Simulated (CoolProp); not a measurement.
c-C4F8 (RC318) along the isotherm 403.6 K: fugacity coefficient from the reference equation and from simpler models built on Tc = 388.4 K, pc = 2778 kPa, ω = 0.355; each cubic takes its own stable root.

The numbers come from the reference Helmholtz-energy equation of state, Platzer 1990 in CoolProp. This equation is an older, rougher fit; its heat capacities, sound speeds and derivatives of the liquid may be far off and weren't checked against measurements.

```csv
p (kPa),phase,reference,van der Waals,Redlich-Kwong,Soave-Redlich-Kwong,Peng-Robinson
3470,supercritical,0.6444,___,0.6311,0.6452,___
6940,supercritical,0.4061,0.4314,___,___,0.3952
10400,supercritical,0.3265,0.3672,0.3300,0.3440,0.3169
13900,supercritical,___,___,0.2969,0.3102,0.2806
17400,supercritical,0.2757,0.3442,0.2821,0.2953,0.2626
20800,supercritical,0.2704,0.3541,0.2775,0.2908,0.2544
24300,supercritical,0.2715,0.3730,0.2790,0.2928,0.2520
27800,supercritical,0.2775,___,___,0.2997,0.2539
```

Task: Complete the blanks.

Result: 
- 3470, van der Waals: 0.6481
- 3470, Peng-Robinson: 0.6198
- 6940, Redlich-Kwong: 0.4052
- 6940, Soave-Redlich-Kwong: 0.4207
- 13900, reference: 0.2914
- 13900, van der Waals: 0.3458
- 27800, van der Waals: 0.3995
- 27800, Redlich-Kwong: 0.2853
